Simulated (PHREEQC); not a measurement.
A solution holds 0.018 mol/kgw FeCl2, at 25 °C. Closed to the air; pH follows from the charge balance.

Equilibrium calculation in PHREEQC: ion-association model, phreeqc.dat.

```
Quantity                      Result
--------------------  --------------
pH                              5.78
ionic strength        0.0532 mol/kgw
specific conductance      3780 µS/cm
density                  0.999 g/cm³
```

| species | molality | activity | log γ |
|---|---|---|---|
| Cl- | 0.0356 | 0.0288 | -0.091 |
| Fe+2 | 0.0176 | 0.00835 | -0.323 |
| FeCl+ | 0.000407 | 0.000333 | -0.087 |
| H+ | 1.95e-6 | 1.66e-6 | -0.070 |
| FeOH+ | 1.94e-6 | 1.59e-6 | -0.085 |
| OH- | 7.56e-9 | 6.10e-9 | -0.093 |

No solid was allowed to form.
